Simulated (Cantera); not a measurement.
An isothermal, constant-pressure homogeneous reactor starts with C₂H₆ : N₂ = 1 : 40 (molar parts), at 1975 K and 0.0180 bar.

Cantera simulation using GRI-Mech 3.0 (53 species, 325 reactions); the numbers are that mechanism's predictions, not measurements. GRI-Mech 3.0 stops at C3 and has no aromatics, soot or wall deposition, so with more carbon than oxygen in the feed, carbon stays in small species such as C2H2 where larger ones or solid carbon would form. Radical loss at walls, strong at low pressure, is not modelled.

Problem. Predict: x(C₂H) at 100 s; x(C₂H₄) at 100 s; x(C₂H₂) at 100 s; x(CH₂) at 100 s.

Solution. 
- x(C₂H) at 100 s = 1.91e-5 (gas-phase equilibrium 3.02e-6)
- x(C₂H₄) at 100 s = 1.45e-7 (gas-phase equilibrium 2.30e-8)
- x(C₂H₂) at 100 s = 0.0231 (gas-phase equilibrium 0.00366)
- x(CH₂) at 100 s = 5.17e-9 (gas-phase equilibrium 1.09e-8)
